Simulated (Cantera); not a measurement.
What does this Cantera script print?

```python
import numpy as np
import cantera as ct

gas_names = """
    B BH BH2 BH3 BN BO BO2 B2 B2O B2O2 B2O3 B3O3H3 H HBO HBO2 HNO HNO2 HNO3 HO2 H2 H2O H2O2 H3B3O6 N NH
    NH2 NH3 NH2OH NO NO2 NO3 N2 N2H2 N2H4 N2O O OH O2 O3
""".split()
cond_names = """
    B(b) B(L) BN(s) B2O3(L) B3O3H3(cr) H2O(s) H2O(L)
""".split()


# ... load() reads the species with a 1 bar reference pressure and builds the phases ...
atoms = {
    'BN': {'B': 1, 'N': 1},
    'H2O': {'H': 2, 'O': 1},
}
top_T = {'BN(s)': 3200}  # K; cautious upper limits of use, not melting points


# ... equilibrate(T, P, feed) seeds the gas with the atoms and calls Mixture.equilibrate('TP', solver="vcs", rtol=1e-11, max_steps=5000) ...
results = []
feed = {'BN': 1, 'H2O': 0.34}  # mol
P = 13332.2  # Pa
for T in [750, 850, 950, 1050, 1150, 1250, 1350, 1450, 1550, 1650, 1750, 1850, 1950, 2050]:
    mix = equilibrate(T, P, feed)
    results.append((T, P, feed, dict(zip(mix.species_names, mix.species_moles))))

top = {s: max(r[3][s] / sum(r[3][g] for g in gas_names) for r in results) for s in gas_names}
cols = sorted((s for s in top if top[s] > 0.0001), key=lambda s: -top[s])[:5]
seen = [c for c in cond_names if any(r[3].get(c, 0) > 1e-12 for r in results)]
print("log10 of partial pressures in bar; condensed amounts in mol")
print(f"{'T/K':>10s}" + "".join(f"{s[:9]:>10s}" for s in cols + seen))
for T, P, feed, n in results:
    ng = sum(n[g] for g in gas_names)
    print(f"{T:10.4g}" + "".join(f"{np.log10(max(n[s] / ng * P / 1e5, 1e-99)):10.3f}" for s in cols)
          + "".join(f"{n.get(c, 0):10.4g}" for c in seen))
```

Result:

```
log10 of partial pressures in bar; condensed amounts in mol
       T/K        H2        N2       HBO      B2O3      B2O2     BN(s)   B2O3(L)
       750    -1.001    -1.478   -14.271   -18.491   -24.845    0.7741     0.113
       850    -1.001    -1.478   -11.840   -15.169   -20.423    0.7741     0.113
       950    -1.001    -1.478    -9.933   -12.572   -16.951    0.7741     0.113
      1050    -1.001    -1.478    -8.397   -10.487   -14.154     0.774     0.113
      1150    -1.001    -1.478    -7.136    -8.779   -11.856     0.774     0.113
      1250    -1.001    -1.478    -6.082    -7.356    -9.935     0.774     0.113
      1350    -1.001    -1.478    -5.188    -6.153    -8.306     0.774    0.1128
      1450    -1.002    -1.479    -4.422    -5.124    -6.909    0.7741    0.1124
      1550    -1.004    -1.480    -3.758    -4.235    -5.697    0.7743    0.1113
      1650    -1.009    -1.483    -3.179    -3.459    -4.637    0.7744    0.1083
      1750    -1.025    -1.491    -2.674    -2.776    -3.701    0.7735   0.09884
      1850    -1.073    -1.514    -2.239    -2.172    -2.864    0.7677   0.06678
      1950    -1.169    -1.546    -1.943    -1.835    -2.248    0.7449         0
      2050    -1.200    -1.525    -1.809    -1.990    -2.015    0.7197         0
```

These are equilibrium values from Cantera (NASA tables, ideal gas, pure condensed phases), not measurements of a reactor. Mutual solubility and eutectic melting of coexisting phases are not modelled. The tables' values for BH2 are old estimates; treat these amounts as uncertain. Gases not in the tables: H3BO3.
